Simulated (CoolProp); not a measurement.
R1234ze(E) along the isobar 1030 kPa: Z from the reference equation and from simpler models built on Tc = 382.5 K, pc = 3635 kPa, ω = 0.313; each cubic takes its own stable root.

The numbers come from the reference Helmholtz-energy equation of state, Thol 2016 in CoolProp.

| T (K) | phase | reference |
|---|---|---|
| 238.6 | liquid | 0.04427 |
| 246.5 | liquid | 0.04353 |
| 254.4 | liquid | 0.04286 |
| 262.3 | liquid | 0.04228 |
| 270.2 | liquid | 0.04178 |
| 278.1 | liquid | 0.04135 |
| 286 | liquid | 0.04101 |
| 293.9 | liquid | 0.04075 |
| 301.8 | liquid | 0.04058 |
| 309.7 | liquid | 0.04051 |

Problem. How far does each simpler model (van der Waals, Peng-Robinson) lie from the reference over these 10 states: mean and median of the absolute difference, and the worst?

Solution. 
- van der Waals: mean 626.8 %, median 68.7 %, worst +1966.9 % at 309.7 K and 1030 kPa
- Peng-Robinson: mean 1.8 %, median 2.1 %, worst -2.3 % at 254.4 K and 1030 kPa

At some of these states van der Waals gives the other phase, because its saturation line lies elsewhere.
